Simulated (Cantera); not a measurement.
What does this Cantera script print?

```python
import numpy as np
import cantera as ct

gas_names = """
    H HO2 H2 H2O H2O2 O OH O2 O3 P PH PH3 PO PO2 P2 P4 P4O10
""".split()
cond_names = """
    H2O(s) H2O(L) P(cr) P(L) P4O10(s)
""".split()


# ... load() reads the species with a 1 bar reference pressure and builds the phases ...
atoms = {
    'PH3': {'P': 1, 'H': 3},
    'H2O': {'H': 2, 'O': 1},
    'O2': {'O': 2},
}
top_T = {'P4O10(s)': 690}  # K; cautious upper limits of use, not melting points


# ... equilibrate(T, P, feed) seeds the gas with the atoms and calls Mixture.equilibrate('TP', solver="vcs", rtol=1e-11, max_steps=5000) ...
results = []
feed = {'PH3': 1, 'H2O': 0.27, 'O2': 0.86}  # mol
P = 1333.22  # Pa
for T in [2948, 2998, 3048, 3098, 3148, 3198, 3248, 3298, 3348]:
    mix = equilibrate(T, P, feed)
    results.append((T, P, feed, dict(zip(mix.species_names, mix.species_moles))))
    x = sorted(zip(gas.X, gas.species_names), reverse=True)
    print(f"T = {T:g} K  P = {P:g} Pa  gas = {mix.phase_moles(0):.4g} mol")
    print("   x: " + "  ".join(f"{s} {v:.3e}" for v, s in x if v > 1e-05))
    print("   condensed (mol): " + ("  ".join(f"{mix.phase(i).name} {mix.phase_moles(i):.4g}"
          for i in range(1, mix.n_phases) if mix.phase_moles(i) > 1e-12) or "none"))
```

Result:

```
T = 2948 K  P = 1333.22 Pa  gas = 4.164 mol
   x: H 4.358e-01  PO 1.897e-01  H2 1.405e-01  O 8.430e-02  PO2 4.700e-02  H2O 4.460e-02  OH 4.409e-02  O2 1.063e-02  P 3.347e-03  P2 5.505e-05  PH 4.028e-05
   condensed (mol): none
T = 2998 K  P = 1333.22 Pa  gas = 4.363 mol
   x: H 4.689e-01  PO 1.869e-01  H2 1.190e-01  O 9.962e-02  OH 4.126e-02  PO2 3.792e-02  H2O 3.158e-02  O2 1.046e-02  P 4.230e-03  P2 6.236e-05  PH 4.417e-05
   condensed (mol): none
T = 3048 K  P = 1333.22 Pa  gas = 4.554 mol
   x: H 4.981e-01  PO 1.839e-01  O 1.143e-01  H2 9.925e-02  OH 3.738e-02  PO2 3.003e-02  H2O 2.162e-02  O2 9.827e-03  P 5.424e-03  P2 7.356e-05  PH 4.886e-05
   condensed (mol): none
T = 3098 K  P = 1333.22 Pa  gas = 4.732 mol
   x: H 5.230e-01  PO 1.806e-01  O 1.279e-01  H2 8.163e-02  OH 3.296e-02  PO2 2.341e-02  H2O 1.440e-02  O2 8.877e-03  P 7.026e-03  P2 8.947e-05  PH 5.433e-05
   condensed (mol): none
T = 3148 K  P = 1333.22 Pa  gas = 4.893 mol
   x: H 5.434e-01  PO 1.769e-01  O 1.403e-01  H2 6.637e-02  OH 2.844e-02  PO2 1.803e-02  H2O 9.381e-03  P 9.147e-03  O2 7.781e-03  P2 1.110e-04  PH 6.046e-05
   condensed (mol): none
T = 3198 K  P = 1333.22 Pa  gas = 5.036 mol
   x: H 5.597e-01  PO 1.725e-01  O 1.515e-01  H2 5.347e-02  OH 2.415e-02  PO2 1.376e-02  P 1.191e-02  O2 6.676e-03  H2O 6.023e-03  P2 1.391e-04  PH 6.710e-05
   condensed (mol): none
T = 3248 K  P = 1333.22 Pa  gas = 5.162 mol
   x: H 5.721e-01  PO 1.674e-01  O 1.618e-01  H2 4.279e-02  OH 2.029e-02  P 1.543e-02  PO2 1.043e-02  O2 5.651e-03  H2O 3.832e-03  P2 1.742e-04  PH 7.397e-05
   condensed (mol): none
T = 3298 K  P = 1333.22 Pa  gas = 5.274 mol
   x: H 5.811e-01  O 1.713e-01  PO 1.614e-01  H2 3.409e-02  P 1.982e-02  OH 1.693e-02  PO2 7.865e-03  O2 4.748e-03  H2O 2.429e-03  P2 2.161e-04  PH 8.075e-05
   condensed (mol): none
T = 3348 K  P = 1333.22 Pa  gas = 5.376 mol
   x: H 5.871e-01  O 1.804e-01  PO 1.544e-01  H2 2.707e-02  P 2.514e-02  OH 1.408e-02  PO2 5.905e-03  O2 3.981e-03  H2O 1.540e-03  P2 2.636e-04  PH 8.704e-05
   condensed (mol): none
```

Equilibrium computed with Cantera from the NASA thermochemical tables; the gas is ideal and each condensed phase is pure. Gases not in the tables: HPO2, HPO3 and P4O6.
